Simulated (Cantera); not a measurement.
A closed system holds: 1 mol AlCl₃, 1 mol N₂, 170 mol H₂, equilibrated at 1498.15 K.

Cantera equilibrium calculation (NASA polynomials, part measured and part estimated; ideal gas, pure solids and liquids). Candidate condensed phases: Al, AlCl₃, AlN, NH₄Cl; 20 gas species. Kinetics and transport are ignored.

What share of the Al ends up in condensed phases as a function of P (Pa), at 10, 37, 140, 520, 1900, 7200, 27000, 100000?


```tsv
P (Pa)	Al condensed (%)	as
10	0.0	-
37	0.0	-
140	0.0	-
520	0.0	-
1900	3.1	AlN(s)
7200	51.7	AlN(s)
27000	72.0	AlN(s)
100000	79.1	AlN(s)
```
